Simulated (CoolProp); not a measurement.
Properties of 1,2-dichloroethane at several states (Tc = 288.4 °C, pc = 52.26 bar, ω = 0.269).

Values from CoolProp's reference Helmholtz-energy equation of state, Thol 2015.

| T (°C) | p (bar) | phase | cp (kJ/(kg K)) | cv (kJ/(kg K)) | Joule-Thomson coefficient (K/MPa) | fugacity coefficient |
|---|---|---|---|---|---|---|
| 202.65 | 0.109 | gas | 1.012 | 0.9275 | 14.49 | 0.9988 |
| 64.65 | 1.18 | liquid | 1.341 | 0.9190 | -0.3529 | 0.4499 |
| 9.15 | 0.129 | liquid | 1.292 | 0.9040 | -0.4179 | 0.3628 |
